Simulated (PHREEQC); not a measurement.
Synthetic water in mg/kgw, 25 °C, pH 7.38, pe 9.6: Na 9.72; K 0.0381; Ca 17.7; Mg 1.32; Cl 2.47; S(6) as SO4 29.7; Alkalinity as HCO3 48; Sr 1.38; Cd 7.08.

Cl is adjusted to close the charge balance.
Valence states are taken as typed.

Equilibrium calculation in PHREEQC: ion-association model, phreeqc.dat.

This is a speciation only: nothing precipitates in the calculation.

**Question.** Order these S species by the share of S that they hold, largest first: MgSO4, SrSO4, SO4-2, CdSO4, CaSO4.

**Answer.** SO4-2 (93 %), CaSO4 (4.6 %), CdSO4 (1.0 %), MgSO4 (0.74 %), SrSO4 (0.18 %)

The pH is 7.38 and the ionic strength 0.00236 mol/kgw. Saturation is exceeded, for instance for Otavite; the values hold only as long as no solid forms.
